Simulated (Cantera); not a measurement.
Mixture: 3.80 % CH4, 14.6 % O2, 81.6 % N2, equivalence ratio 0.52, at 1000000 Pa, adiabatic and at constant pressure. Ignition delay is the time to a rise of 400 K.

Model: GRI-Mech 3.0 (53 species, 325 reactions), integrated in Cantera.

Problem. Predict: delay at 1250 K; delay at 1325 K; delay at 1400 K; delay at 1475 K; delay at 1550 K; apparent activation energy between 1400 and 1550 K.

Solution. 
```json
{
  "delay at 1250 K": "2.80 ms",
  "delay at 1325 K": "1.20 ms",
  "delay at 1400 K": "0.549 ms",
  "delay at 1475 K": "0.264 ms",
  "delay at 1550 K": "0.133 ms",
  "apparent activation energy between 1400 and 1550 K": "170 kJ/mol"
}
```
